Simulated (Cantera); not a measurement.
An isothermal, constant-pressure homogeneous reactor starts with 47.6 % C2H6, 52.4 % H2, at 1350 K and 0.00160 bar.

Computed with Cantera and GRI-Mech 3.0 (53 species, 325 reactions). GRI-Mech 3.0 stops at C3 and has no aromatics, soot or wall deposition, so with more carbon than oxygen in the feed, carbon stays in small species such as C2H2 where larger ones or solid carbon would form. Radical loss at walls, strong at low pressure, is not modelled.

### Question
Predict: x(C2H6) at 1.00 s; x(H2) at 1.00 s; x(H) at 1.00 s; x(C2H4) at 1.00 s; x(CH2) at 1.00 s; x(C2H) at 1.00 s; x(CH3) at 1.00 s.

### Answer
| Item | Result |
|---|---|
| x(C2H6) at 1.00 s | 8.96e-5 (gas-phase equilibrium 1.63e-8) |
| x(H2) at 1.00 s | 0.541 (gas-phase equilibrium 0.754) |
| x(H) at 1.00 s | 2.71e-5 (gas-phase equilibrium 5.21e-5) |
| x(C2H4) at 1.00 s | 0.114 (gas-phase equilibrium 0.000438) |
| x(CH2) at 1.00 s | 7.18e-9 (gas-phase equilibrium 1.67e-10) |
| x(C2H) at 1.00 s | 3.12e-9 (gas-phase equilibrium 1.12e-8) |
| x(CH3) at 1.00 s | 0.000246 (gas-phase equilibrium 3.62e-6) |
